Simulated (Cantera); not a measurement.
Input: 1 mol Si, 4.2 mol Br2, 3.6 mol N2, at 0.0140 bar.

Cantera equilibrium calculation (NASA polynomials, part measured and part estimated; ideal gas, pure solids and liquids). Candidate condensed phases: Br2, Si, Si3N4; 13 gas species. Kinetics and transport are ignored. All values below are at 850 K.

Base state: N2 0.528, Br2 0.321, SiBr4 0.147, Br 0.00344 (mole fractions); condensed: gas only.

Problem. What changes in the equilibrium state with this change: pressure from 0.0140 bar to 0.0730 bar?

Solution. 
```tsv
species	before	after
N2	0.528	0.529
Br2	0.321	0.323
SiBr4	0.147	0.147
Br	0.00344	0.00151
```
